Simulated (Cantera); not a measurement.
Input: 1 mol Si, 8 mol HF, 0.35 mol H2, equilibrated at 5.00 Pa.

These are equilibrium values from Cantera (NASA tables, ideal gas, pure condensed phases), not measurements of a reactor. Candidate condensed phases: Si; 25 gas species. Equilibrium is a limit: real reactors are often held back by kinetics, nucleation or transport.

Question: At 277 °C, list the 3 most abundant gas species with their mole fractions, and the condensed phases.

Answer: HF 0.544, H2 0.320, SiF4 0.136. Condensed: gas only.
